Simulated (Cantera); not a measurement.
An adiabatic, constant-volume homogeneous reactor starts with 6.86 % CO, 7.55 % H₂, 1.51 % CH₄, 15.5 % O₂, 58.3 % N₂, 10.3 % CO₂, equivalence ratio 0.66, at 1575 K and 1.28 atm.

Cantera simulation using GRI-Mech 3.0 (53 species, 325 reactions); the numbers are that mechanism's predictions, not measurements.

**Question.** Predict: time of steepest temperature rise; temperature at 3.00 s; equilibrium temperature; x(CO) at 3.00 s; x(H₂) at 3.00 s; x(O) at 3.00 s; x(OH) at 3.00 s; x(CO₂) at 3.00 s.

**Answer.** 
| Item | Result |
|---|---|
| time of steepest temperature rise | 16.0 µs |
| temperature at 3.00 s | 2652 K |
| equilibrium temperature | 2652 K |
| x(CO) at 3.00 s | 0.0353 (gas-phase equilibrium 0.0353) |
| x(H₂) at 3.00 s | 0.00332 (gas-phase equilibrium 0.00332) |
| x(O) at 3.00 s | 0.00510 (gas-phase equilibrium 0.00510) |
| x(OH) at 3.00 s | 0.0139 (gas-phase equilibrium 0.0139) |
| x(CO₂) at 3.00 s | 0.161 (gas-phase equilibrium 0.161) |
